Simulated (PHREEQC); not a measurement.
A solution holds 9.3 mmol/kgw NaOH and 0.36 mmol/kgw K2CO3, at 20 °C. Closed to the air; pH follows from the charge balance.

Computed with PHREEQC (Pitzer model, pitzer.dat).

Problem. The ionic strength comes out as 0.0104 mol/kgw. What activity coefficients do HCO3-, K+, CO3-2, OH-, Na+ get?

Solution. HCO3- 0.96, K+ 0.90, CO3-2 0.65, OH- 0.90, Na+ 0.90. Single-ion values are on the MacInnes scale.

No solid was allowed to form. Species that the database lacks are ignored.
